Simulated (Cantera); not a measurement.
A perfectly stirred reactor is fed with C2H6 : N2 = 1 : 7.7 (molar parts), at 10.00 Torr; it is held at 1673 K, and followed from long to short residence time.

Computed with Cantera and GRI-Mech 3.0 (53 species, 325 reactions). GRI-Mech 3.0 stops at C3 and has no aromatics, soot or wall deposition, so with more carbon than oxygen in the feed, carbon stays in small species such as C2H2 where larger ones or solid carbon would form. Radical loss at walls, strong at low pressure, is not modelled.

Problem. Predict: x(C2H6) at τ = 13.0 s; x(HCN) at τ = 13.0 s; x(C2H4) at τ = 13.0 s; x(CH4) at τ = 13.0 s; x(CH3) at τ = 13.0 s; x(C2H6) at τ = 41.0 ms; x(HCN) at τ = 41.0 ms; x(C2H4) at τ = 41.0 ms; x(CH4) at τ = 41.0 ms; x(CH3) at τ = 41.0 ms.

Solution. 
```
Quantity                   Value
----------------------  --------
x(C2H6) at τ = 13.0 s    5.39e-6
x(HCN) at τ = 13.0 s    0.000110
x(C2H4) at τ = 13.0 s    4.76e-5
x(CH4) at τ = 13.0 s     0.00386
x(CH3) at τ = 13.0 s    0.000269
x(C2H6) at τ = 41.0 ms   0.00128
x(HCN) at τ = 41.0 ms    8.63e-6
x(C2H4) at τ = 41.0 ms   0.00540
x(CH4) at τ = 41.0 ms     0.0303
x(CH3) at τ = 41.0 ms    0.00439
```
